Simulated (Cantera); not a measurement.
Ammonia decomposition in nitride growth gas

An isothermal, constant-pressure homogeneous reactor starts with NH3 : H2 = 1 : 0.43 (molar parts), at 1500 K and 20.0 Torr.

Computed with Cantera and the gas-phase N/H chemistry of the illustrative SiF4/NH3 mechanism in the Surface Chemkin manual (1991). Walls and surfaces, which speed up NH3 decomposition in real reactors, are not modelled.

```
t (s)     x NH3   x H2    x N2H4      x N2    x N2H2      x NH
--------  -----  -----  --------  --------  --------  --------
2.00e-5   0.699  0.301    <1e-12    <1e-12    <1e-12    <1e-12
5.97e-5   0.699  0.301    <1e-12    <1e-12    <1e-12    <1e-12
0.000178  0.699  0.301    <1e-12    <1e-12    <1e-12    <1e-12
0.000532  0.699  0.301    <1e-12    <1e-12    <1e-12    <1e-12
0.00159   0.699  0.301    <1e-12  1.32e-12  5.48e-12  7.13e-12
0.00475   0.699  0.301  2.88e-12  8.82e-11  9.85e-11  6.71e-11
0.0142    0.699  0.301  2.81e-11   3.90e-9   1.26e-9  6.07e-10
0.0423    0.699  0.301  2.57e-10   1.30e-7   1.29e-8   5.39e-9
0.126     0.699  0.301   2.19e-9   3.88e-6   1.17e-7   4.52e-8
0.377     0.699  0.301   9.09e-9   7.91e-5   5.08e-7   1.84e-7
1.13      0.698  0.302   1.01e-8  0.000460   5.67e-7   2.05e-7
3.36      0.694  0.305   1.00e-8   0.00161   5.61e-7   2.05e-7
10.0      0.682  0.313   9.81e-9   0.00497   5.45e-7   2.04e-7
30.0      0.650  0.335   9.20e-9    0.0145   5.00e-7   2.01e-7
```
x: mole fraction; the columns are a selection and need not sum to one.

Equilibrium at this temperature and pressure: NH3 5.22e-7, H2 0.794, N2H4 <1e-12, N2 0.206, N2H2 <1e-12, NH 1.65e-12 (gas phase only).
